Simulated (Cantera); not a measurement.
What does this Cantera script print?

```python
import numpy as np
import cantera as ct

gas_names = """
    H HNO HNO2 HNO3 HO2 H2 H2O H2O2 N NH NH2 NH3 NH2OH NO NO2 NO3 N2 N2H2 N2H4 N2O O OH O2 O3 V VN VO
    VO2
""".split()
cond_names = """
    H2O(s) H2O(L) V(cr) V(L) VN(s) VO(s) VO(L) V2O3(s) V2O3(L) V2O4(I) V2O4(II) V2O4(L) V2O5(s) V2O5(L)
""".split()


# ... load() reads the species with a 1 bar reference pressure and builds the phases ...
atoms = {
    'V': {'V': 1},
    'H2O': {'H': 2, 'O': 1},
    'H2': {'H': 2},
    'NH3': {'N': 1, 'H': 3},
}
top_T = {'VN(s)': 2300}  # K; cautious upper limits of use, not melting points


# ... equilibrate(T, P, feed) seeds the gas with the atoms and calls Mixture.equilibrate('TP', solver="vcs", rtol=1e-11, max_steps=5000) ...
results = []
feed = {'V': 1, 'H2O': 0.085, 'H2': 14, 'NH3': 4.2}  # mol
P = 133.322  # Pa
for T in [823, 923, 1023, 1123, 1223, 1323, 1423, 1523, 1623, 1723, 1823, 1923, 2023]:
    mix = equilibrate(T, P, feed)
    results.append((T, P, feed, dict(zip(mix.species_names, mix.species_moles))))

top = {s: max(r[3][s] / sum(r[3][g] for g in gas_names) for r in results) for s in gas_names}
cols = sorted((s for s in top if top[s] > 1e-05), key=lambda s: -top[s])[:8]
seen = [c for c in cond_names if any(r[3].get(c, 0) > 1e-12 for r in results)]
print("log10 of partial pressures in bar; condensed amounts in mol")
print(f"{'T/K':>10s}" + "".join(f"{s[:9]:>10s}" for s in cols + seen))
for T, P, feed, n in results:
    ng = sum(n[g] for g in gas_names)
    print(f"{T:10.4g}" + "".join(f"{np.log10(max(n[s] / ng * P / 1e5, 1e-99)):10.3f}" for s in cols)
          + "".join(f"{n.get(c, 0):10.4g}" for c in seen))
```

It prints:

```
log10 of partial pressures in bar; condensed amounts in mol
       T/K        H2        N2         H         V        VO       H2O       VO2     V(cr)     VN(s)     VO(s)   V2O3(s)
       823    -2.909    -4.006   -12.589   -32.000   -26.764    -6.488   -23.869         0    0.9469         0   0.02654
       923    -2.909    -4.007   -11.066   -26.991   -22.667    -6.405   -20.464         0    0.9477         0   0.02617
      1023    -2.909    -4.007    -9.837   -22.968   -19.384    -6.345   -17.738         0    0.9483         0   0.02584
      1123    -2.909    -4.007    -8.825   -19.667   -16.695    -6.299   -15.508         0    0.9489         0   0.02557
      1223    -2.909    -4.004    -7.976   -16.913   -14.503    -6.312   -13.746         0    0.9231   0.07694         0
      1323    -2.909    -4.003    -7.254   -14.578   -12.764    -6.441   -12.491         0     0.921   0.07901         0
      1423    -2.909    -4.003    -6.632   -12.575   -11.278    -6.555   -11.421         0    0.9196    0.0804         0
      1523    -2.909    -4.003    -6.091   -10.840    -9.995    -6.657   -10.501         0    0.9186   0.08136         0
      1623    -2.910    -4.003    -5.615    -9.322    -8.876    -6.750    -9.702         0    0.9179   0.08203         0
      1723    -2.911    -4.004    -5.195    -7.983    -7.894    -6.835    -9.004         0    0.9173   0.08233         0
      1823    -2.923    -3.907    -4.825    -6.917    -7.025    -6.801    -8.266    0.9157         0   0.08053         0
      1923    -2.929    -3.910    -4.491    -6.164    -6.251    -6.568    -7.413    0.9086         0   0.06946         0
      2023    -2.943    -3.917    -4.193    -5.488    -5.559    -6.368    -6.651    0.8699         0   0.02183         0
```

Equilibrium computed with Cantera from the NASA thermochemical tables; the gas is ideal and each condensed phase is pure. Mutual solubility and eutectic melting of coexisting phases are not modelled. VN, VO: taken at fixed stoichiometry. Condensed phases not in the tables: the oxides between V2O3 and V2O5 other than VO2, solid solutions among these carbides, nitrides and lower oxides, V2N, N, O or C dissolved in the metal.
